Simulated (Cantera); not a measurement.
A perfectly stirred reactor is fed with CO : H₂ : O₂ : N₂ = 1 : 0.7 : 2.02 : 7.61 (molar parts), equivalence ratio 0.42, at 10.0 bar; it is adiabatic with a 475 K inlet, and is followed from long to short residence time, starting on the burning branch (τ in s: 0.022, 0.0099, 0.0046, 0.0021, 0.00096, 0.00044, 0.0002, 9.4e-05, 4.3e-05, 2e-05, 9.1e-06, 4.2e-06).

Model: GRI-Mech 3.0 (53 species, 325 reactions), integrated in Cantera. The hydrogen kinetics of GRI-Mech 3.0 are dated; newer H2 mechanisms differ, most at raised pressure.

Problem. Predict: blow-out, bracketed by the residence times tried; x(CO) at τ = 22.0 ms; x(H₂) at τ = 22.0 ms; x(O₂) at τ = 22.0 ms; x(O) at τ = 22.0 ms; x(H₂O) at τ = 22.0 ms; x(CO) at τ = 0.200 ms; x(H₂) at τ = 0.200 ms; x(O₂) at τ = 0.200 ms; x(O) at τ = 0.200 ms; x(H₂O) at τ = 0.200 ms.

Solution. 
```json
{
  "blow_out_bracketed_by_the_residence_times_tried": "burning at 0.200 ms, out at 94.0 µs",
  "x(CO) at τ = 22.0 ms": "0.000488",
  "x(H₂) at τ = 22.0 ms": "3.41e-5",
  "x(O₂) at τ = 22.0 ms": "0.112",
  "x(O) at τ = 22.0 ms": "2.99e-5",
  "x(H₂O) at τ = 22.0 ms": "0.0666",
  "x(CO) at τ = 0.200 ms": "0.0185",
  "x(H₂) at τ = 0.200 ms": "0.00130",
  "x(O₂) at τ = 0.200 ms": "0.120",
  "x(O) at τ = 0.200 ms": "0.000439",
  "x(H₂O) at τ = 0.200 ms": "0.0644"
}
```
